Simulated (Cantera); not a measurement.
A freely propagating, adiabatic, planar premixed flame of CH4 : O2 : N2 = 1 : 2 : 7.52 (molar parts), equivalence ratio 1.0, unburnt at 300 K and 0.200 bar; mixture-averaged transport, grid criteria slope 0.08 and curve 0.16, no radiation.

Computed with Cantera and GRI-Mech 3.0 (53 species, 325 reactions). Burning velocities carry a grid error of a few per cent, more on coarse grids.

**Question.** How do the results move with these cheaper or finer settings: unity-Lewis-number transport; multicomponent transport; multicomponent+Soret transport; grid criteria slope 0.5, curve 1; grid criteria slope 0.25, curve 0.5; grid criteria slope 0.03, curve 0.06?

**Answer.** 
```
setting                               laminar burning velocity  thermal thickness  peak x(HCO)  grid points  grid points
------------------------------------  ------------------------  -----------------  -----------  -----------  -----------
as above                                             57.6 cm/s            1.65 mm      6.69e-5          161          161
unity-Lewis-number transport                         39.2 cm/s            2.01 mm      5.40e-5          145          145
multicomponent transport                             57.6 cm/s            1.67 mm      6.70e-5          161          161
multicomponent+Soret transport                       56.9 cm/s            1.66 mm      6.67e-5          161          161
grid criteria slope 0.5, curve 1                     62.5 cm/s            1.81 mm      6.61e-5           53           53
grid criteria slope 0.25, curve 0.5                  59.0 cm/s            1.69 mm      6.68e-5           80           80
grid criteria slope 0.03, curve 0.06                 57.1 cm/s            1.63 mm      6.68e-5          397          397
```
The base run took around 50 core-seconds (rough).
Unity Lewis numbers drop preferential diffusion, which matters most where H2 and H carry the flame; Soret adds thermal diffusion.
